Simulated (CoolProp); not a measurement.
Vapour-liquid equilibrium of diethyl ether (1) + n-hexane (2) at 8.23 bar; x and y are mole fractions of (1).

Values from CoolProp's multi-fluid Helmholtz-energy mixture model, Thol 2014 and Thol 2019; pair parameters Bell 2016.

```tsv
x	bubble temperature (°C)	y at the bubble point	dew temperature at overall composition x (°C)	liquid density (mol/L)
0.05	150.7	0.101	152.7	6.067
0.15	144.0	0.272	148.9	6.263
0.25	138.3	0.410	144.9	6.453
0.35	133.4	0.525	140.8	6.642
0.45	129.0	0.623	136.6	6.834
0.55	125.0	0.708	132.2	7.029
0.65	121.3	0.785	127.7	7.231
0.75	117.9	0.853	123.0	7.440
0.85	114.8	0.916	118.1	7.657
0.95	111.8	0.973	113.0	7.884
```

No azeotrope shows between x = 0.05 and 0.95.

Pair parameters are fitted to limited data, so mixtures are less certain than the pure fluids.
